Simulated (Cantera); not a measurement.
Charge: 1 mol CO, 0.0076 mol O2, 84 mol H2, held at 0.290 bar.

Equilibrium computed with Cantera from the NASA thermochemical tables; the gas is ideal and each condensed phase is pure. Candidate condensed phases: C, C6H6, C7H8, C8H18, H2O; 110 gas species. Equilibrium is a limit: real reactors are often held back by kinetics, nucleation or transport.

**Question.** At 2000 °C, list the 4 most abundant gas species with their mole fractions, and the condensed phases.

**Answer.** H2 0.973, H 0.0154, CO 0.0117, H2O 0.000177. Condensed: gas only.
